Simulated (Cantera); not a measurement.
## Transport properties of process gases

Gas mixture: 100 % N2O, at 240000 Pa, frozen composition.

Cantera's kinetic-theory transport with the Lennard-Jones parameters of GRI-Mech 3.0, ideal gas; thermal conductivity in the mixture-averaged form. The composition is frozen, though it would react at the higher temperatures.

```csv
T (K),ρ (kg/m³),cp (J/kg/K),μ (µPa s),λ (mW/m/K),Pr,D (cm²/s) CO2,D (cm²/s) H,D (cm²/s) C2H2
400,3.18,970.3,19.5,25.5,0.741,0.0811,0.701,0.0888
600,2.12,1101,27.3,40.7,0.739,0.171,1.45,0.186
800,1.59,1192,34.0,54.9,0.739,0.285,2.39,0.309
1000,1.27,1255,40.0,68.0,0.739,0.420,3.49,0.454
1200,1.06,1294,45.5,80.1,0.735,0.574,4.76,0.620
1400,0.907,1327,50.5,91.4,0.733,0.746,6.17,0.805
```
D: mixture-averaged diffusion coefficient of that species in the mixture.
